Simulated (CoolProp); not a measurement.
A closed Brayton cycle with dry air: compressor inlet 309.15 K and 4 MPa, high pressure 11.1 MPa, turbine inlet 850 K, compressor efficiency 0.85, turbine efficiency 0.9, recuperator effectiveness 0.95 (on enthalpy, no pinch check). Each further row changes one setting.

Model: reference Helmholtz-energy equation of state, Lemmon 2000, in CoolProp. It is a pseudo-pure fit of the blend.

```
case                           thermal efficiency (%)  net work (kJ/kg)  compressor to turbine work  compressor exit (K)  turbine exit (K)
-----------------------------  ----------------------  ----------------  --------------------------  -------------------  ----------------
as stated                                        34.7              75.9                        0.62                433.3             669.0
turbine inlet 800 K                              31.3              63.9                        0.66                433.3             628.1
compressor inlet 319.15 K                        32.9              71.6                        0.64                447.1             669.0
high pressure 9.43 MPa                           36.4              69.9                        0.59                411.0             695.2
recuperator effectiveness 0.5                    23.0              75.9                        0.62                433.3             669.0
```
